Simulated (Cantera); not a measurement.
An isothermal, constant-pressure homogeneous reactor starts with NH₃ : N₂ = 1 : 11 (molar parts), at 1875 K and 0.0263 atm. Integrator tolerance rtol = 1e-08.

Model: the gas-phase N/H chemistry of the illustrative SiF4/NH3 mechanism in the Surface Chemkin manual (1991), integrated in Cantera. Walls and surfaces, which speed up NH3 decomposition in real reactors, are not modelled.

| quantity | before | after |
|---|---|---|
| x(NH₃) at 30.0 s | 2.60e-5 (gas-phase equilibrium 2.43e-8) | 0.000418 (gas-phase equilibrium 1.27e-8) |
| x(N₂) at 30.0 s | 0.884 (gas-phase equilibrium 0.884) | 0.885 (gas-phase equilibrium 0.884) |
| x(NH₂) at 30.0 s | 5.52e-7 (gas-phase equilibrium 8.03e-10) | 4.47e-6 (gas-phase equilibrium 5.80e-10) |
| x(H₂) at 30.0 s | 0.115 (gas-phase equilibrium 0.115) | 0.115 (gas-phase equilibrium 0.114) |
| x(N) at 30.0 s | 2.14e-7 (gas-phase equilibrium 7.56e-10) | 4.37e-7 (gas-phase equilibrium 1.04e-9) |
| x(N₂H₄) at 30.0 s | <1e-12 (gas-phase equilibrium <1e-12) | <1e-12 (gas-phase equilibrium <1e-12) |
| x(H) at 30.0 s | 0.000880 (gas-phase equilibrium 0.00137) | 0.000443 (gas-phase equilibrium 0.00189) |

Which change was made?
A. temperature 1875 to 1573 K
B. N2 11 to 6.1 parts
C. pressure from 0.0263 atm to 0.0138 atm
D. temperature 1875 to 1650 K

C, pressure from 0.0263 atm to 0.0138 atm
